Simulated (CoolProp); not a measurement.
R1336mzz(Z) along the isotherm 53.85 °C: Z from the reference equation and from simpler models built on Tc = 171.3 °C, pc = 2.904 MPa, ω = 0.386; each cubic takes its own stable root.

The numbers come from the reference Helmholtz-energy equation of state, McLinden 2020 in CoolProp.

| p (MPa) | phase | reference |
|---|---|---|
| 0.023 | gas | 0.9912 |
| 0.0435 | gas | 0.9832 |
| 0.0825 | gas | 0.9676 |
| 0.156 | gas | 0.9368 |
| 0.296 | liquid | 0.01388 |
| 0.562 | liquid | 0.02633 |
| 1.07 | liquid | 0.05004 |
| 2.02 | liquid | 0.09414 |
| 3.83 | liquid | 0.1774 |
| 7.26 | liquid | 0.3327 |

### Question
How far does each simpler model (van der Waals, Redlich-Kwong, Soave-Redlich-Kwong, Peng-Robinson) lie from the reference over these 10 states: mean and median of the absolute difference, and the worst?

### Answer
- van der Waals: mean 1012.1 %, median 72.2 %, worst +6627.7 % at 53.85 °C and 0.296 MPa
- Redlich-Kwong: mean 659.1 %, median 22.1 %, worst +6468.4 % at 53.85 °C and 0.296 MPa
- Soave-Redlich-Kwong: mean 10.4 %, median 16.2 %, worst +17.6 % at 53.85 °C and 0.296 MPa
- Peng-Robinson: mean 2.2 %, median 3.0 %, worst +3.8 % at 53.85 °C and 0.296 MPa

At some of these states van der Waals, Redlich-Kwong gives the other phase, because its saturation line lies elsewhere.
